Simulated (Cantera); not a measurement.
Input (Python, Cantera) and output of one run.

```python
import numpy as np
import cantera as ct

gas_names = """
    AL ALH ALN AL2 H H2 N NH NH2 NH3 N2 N2H2 N2H4
""".split()
cond_names = """
    AL(cr) AL(L) ALN(s)
""".split()


# ... load() reads the species with a 1 bar reference pressure and builds the phases ...
atoms = {
    'Al': {'AL': 1},
    'N2': {'N': 2},
    'H2': {'H': 2},
}
top_T = {'ALN(s)': 2750}  # K; cautious upper limits of use, not melting points


# ... equilibrate(T, P, feed) seeds the gas with the atoms and calls Mixture.equilibrate('TP', solver="vcs", rtol=1e-11, max_steps=5000) ...
results = []
feed = {'Al': 1, 'N2': 35, 'H2': 2}  # mol
T = 2125  # K
P = 13332.2  # Pa
mix = equilibrate(T, P, feed)
results.append((T, P, feed, dict(zip(mix.species_names, mix.species_moles))))
print(gas.report(threshold=0.0001))
for i in range(1, mix.n_phases):
    print(f"{mix.phase(i).name:16s} {mix.phase_moles(i):12.5e} mol")
```

Output:

```
       temperature   2125 K
          pressure   13332 Pa
           density   0.020045 kg/m^3
  mean mol. weight   26.564 kg/kmol
   phase of matter   gas

                          1 kg             1 kmol
                     ---------------   ---------------
          enthalpy        2.3391e+06        6.2137e+07  J
   internal energy         1.674e+06        4.4469e+07  J
           entropy             10136        2.6926e+05  J/K
    Gibbs function         -1.92e+07       -5.1004e+08  J
 heat capacity c_p            1356.7             36040  J/K
 heat capacity c_v            1043.7             27726  J/K

                      mass frac. Y      mole frac. X     chem. pot. / RT
                     ---------------   ---------------   ---------------
                AL            0.0041         0.0040366           -11.445
                 H        8.7052e-05         0.0022941           -12.312
                H2         0.0040383          0.053212           -24.624
                N2            0.9917           0.94038           -29.223
     [   +9 minor]        7.8139e-05        7.3848e-05

AL(L)             0.00000e+00 mol
ALN(s)            8.48858e-01 mol
```

Method: chemical equilibrium by Gibbs-energy minimisation in Cantera with the NASA 1993 tables (ideal gas, pure condensed phases).
